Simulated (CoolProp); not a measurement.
A Linde-Hampson liquefier for ethane: isothermal reversible compression at 320 K from 1 atm to 5 MPa, throttling to 1 atm, return gas leaving the recuperator 0 K below the feed. Each further row changes one setting.

Computed with CoolProp (reference Helmholtz-energy equation of state, Bücker 2006).

```csv
case,liquid yield per pass,compression work (kJ/kg of gas)
as stated,?,315
high pressure 10 MPa,?,?
warm-end temperature 350 K,?,?
warm-end gap 5 K,?,315
```

Q: Some entries are withheld; supply them.

A: 
- as stated, liquid yield per pass: 0.175
- high pressure 10 MPa, liquid yield per pass: 0.433
- high pressure 10 MPa, compression work (kJ/kg of gas): 338
- warm-end temperature 350 K, liquid yield per pass: 0.112
- warm-end temperature 350 K, compression work (kJ/kg of gas): 354
- warm-end gap 5 K, liquid yield per pass: 0.165
